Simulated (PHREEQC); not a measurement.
Solution (46 °C): 62 mmol/kgw ZnCl2, 28 mmol/kgw H3BO3 and 1.9 mmol/kgw HCl. Closed to the air; pH follows from the charge balance.

Equilibrium calculation in PHREEQC: ion-association model, wateq4f.dat.

Precipitation was switched off in this run.

**Question.** Estimate the pH, ionic strength.

**Answer.** pH 2.82; ionic strength 0.162 mol/kgw.

**Question.** In which forms is Cl present?

**Answer.** Cl- 89 %, ZnCl+ 9.4 %, ZnCl2 1.2 % of the Cl.

Constants without temperature data keep their 25 °C values here.
